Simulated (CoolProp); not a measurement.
R407C at several states: Z from the reference equation and from simpler models built on Tc = 359.3 K, pc = 4.632 MPa, ω = 0.363; each cubic takes its own stable root.

Computed with CoolProp (reference Helmholtz-energy equation of state, Lemmon 2003). It is a pseudo-pure fit of the blend.

| T (K) | p (MPa) | phase | reference |
|---|---|---|---|
| 381.7 | 0.0352 | gas | 0.9978 |
| 278.2 | 5.6 | liquid | 0.1683 |
| 453.1 | 0.58 | gas | 0.9805 |
| 483.2 | 4.2 | gas | 0.8918 |
| 344.2 | 0.0728 | gas | 0.9932 |

### Question
How far does each simpler model (Soave-Redlich-Kwong, Peng-Robinson) lie from the reference over these 5 states: mean and median of the absolute difference, and the worst?

### Answer
- Soave-Redlich-Kwong: mean 2.9 %, median 0.2 %, worst +11.9 % at 278.2 K and 5.6 MPa
- Peng-Robinson: mean 0.3 %, median 0.1 %, worst -1.0 % at 278.2 K and 5.6 MPa
